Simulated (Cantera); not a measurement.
Input: 1 mol C2H6, 0.55 mol H2O, 15 mol N2, equilibrated at 2100000 Pa.

Method: chemical equilibrium by Gibbs-energy minimisation in Cantera with the NASA 1993 tables (ideal gas, pure condensed phases). Candidate condensed phases: C, C6H6, C7H8, C8H18, H2O; 136 gas species. Kinetics and transport are ignored.

Problem. What share of the C ends up in condensed phases as a function of T (K), at 975, 1075, 1175, 1275, 1375, 1475, 1575, 1675, 1775, 1875, 1975, 2075, 2175?

Solution. 
```json
[
 {"T (K)": "975", "C condensed (%)": "57.9", "as": "C(graphite)"},
 {"T (K)": "1075", "C condensed (%)": "62.4", "as": "C(graphite)"},
 {"T (K)": "1175", "C condensed (%)": "65.5", "as": "C(graphite)"},
 {"T (K)": "1275", "C condensed (%)": "68.1", "as": "C(graphite)"},
 {"T (K)": "1375", "C condensed (%)": "69.7", "as": "C(graphite)"},
 {"T (K)": "1475", "C condensed (%)": "70.5", "as": "C(graphite)"},
 {"T (K)": "1575", "C condensed (%)": "70.7", "as": "C(graphite)"},
 {"T (K)": "1675", "C condensed (%)": "70.5", "as": "C(graphite)"},
 {"T (K)": "1775", "C condensed (%)": "69.9", "as": "C(graphite)"},
 {"T (K)": "1875", "C condensed (%)": "68.7", "as": "C(graphite)"},
 {"T (K)": "1975", "C condensed (%)": "66.9", "as": "C(graphite)"},
 {"T (K)": "2075", "C condensed (%)": "64.3", "as": "C(graphite)"},
 {"T (K)": "2175", "C condensed (%)": "60.9", "as": "C(graphite)"}
]
```
